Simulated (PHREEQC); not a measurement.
Make-up at 65 °C: 0.015 mol LiOH and 0.0014 mol Na2CO3 per kg of water. Closed to the air; pH follows from the charge balance.

All values are PHREEQC results (ion-association model, phreeqc.dat), not measurements.

No solid was allowed to form.

Order these C species by the share of C that they hold, largest first: HCO3-, NaCO3-, CO3-2.

CO3-2 (80 %), NaCO3- (13 %), HCO3- (6.9 %)

The pH is 11.02 and the ionic strength 0.0187 mol/kgw. Species that the database lacks are ignored. At this temperature some constants are extrapolated from 25 °C, and those without enthalpy data are left unchanged.
